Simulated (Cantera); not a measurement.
A closed system holds: 1 mol Si, 3.7 mol HF, 14 mol N₂, 4.8 mol F₂, equilibrated at 0.00350 bar.

Equilibrium computed with Cantera from the NASA thermochemical tables; the gas is ideal and each condensed phase is pure. Candidate condensed phases: Si, Si₃N₄; 37 gas species. Kinetics and transport are ignored.

x: gas mole fraction; nothing condenses.

```
T (°C)   x N₂     x F   x HF      x F₂  x SiF₄     x NF₃     x NF₂
------  -----  ------  -----  --------  ------  --------  --------
450     0.650  0.0122  0.174     0.102  0.0469    0.0153   4.10e-8
550     0.631  0.0609  0.167    0.0945  0.0451  0.000947   7.44e-8
650     0.602   0.152  0.159    0.0440  0.0430   3.75e-5   5.83e-8
750     0.582   0.212  0.154    0.0105  0.0416   8.21e-7   2.12e-8
850     0.577   0.227  0.153   0.00212  0.0412   1.95e-8   6.15e-9
950     0.576   0.230  0.152  0.000510  0.0412  7.50e-10   2.01e-9
1050    0.576   0.230  0.152  0.000149  0.0412  4.62e-11  7.62e-10
1150    0.576   0.230  0.152   5.15e-5  0.0412  4.20e-12  3.30e-10
1250    0.576   0.230  0.152       [?]  0.0412    <1e-12       [?]
1350    0.576   0.230  0.152       [?]  0.0412    <1e-12       [?]
1450    0.576   0.230  0.152   4.40e-6  0.0412    <1e-12  4.74e-11
```

Question: What belongs in the gaps?

Answer: 
- 1350, x F₂: 9.05e-6
- 1350, x NF₂: 8.37e-11
- 1250, x F₂: 2.04e-5
- 1250, x NF₂: 1.59e-10
